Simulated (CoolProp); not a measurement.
Ethanol along the isobar 0.936 MPa: fugacity coefficient from the reference equation and from simpler models built on Tc = 241.6 °C, pc = 6.268 MPa, ω = 0.644; each cubic takes its own stable root.

Values from CoolProp's reference Helmholtz-energy equation of state, Schroeder 2014.

```tsv
T (°C)	phase	reference
193.45	gas	0.9285
200.05	gas	0.9333
206.65	gas	0.9377
213.25	gas	0.9417
219.85	gas	0.9454
226.45	gas	0.9489
233.15	gas	0.9521
239.75	gas	0.9550
246.35	gas	0.9577
252.95	gas	0.9603
259.55	gas	0.9626
266.15	gas	0.9648
272.75	gas	0.9668
```

**Question.** How far does each simpler model (van der Waals, Redlich-Kwong, Soave-Redlich-Kwong, Peng-Robinson) lie from the reference over these 13 states: mean and median of the absolute difference, and the worst?

**Answer.** 
- van der Waals: mean 0.6 %, median 0.4 %, worst +1.7 % at 193.45 °C and 0.936 MPa
- Redlich-Kwong: mean 0.5 %, median 0.5 %, worst -1.0 % at 272.75 °C and 0.936 MPa
- Soave-Redlich-Kwong: mean 0.6 %, median 0.6 %, worst -0.7 % at 252.95 °C and 0.936 MPa
- Peng-Robinson: mean 1.1 %, median 1.2 %, worst -1.2 % at 246.35 °C and 0.936 MPa
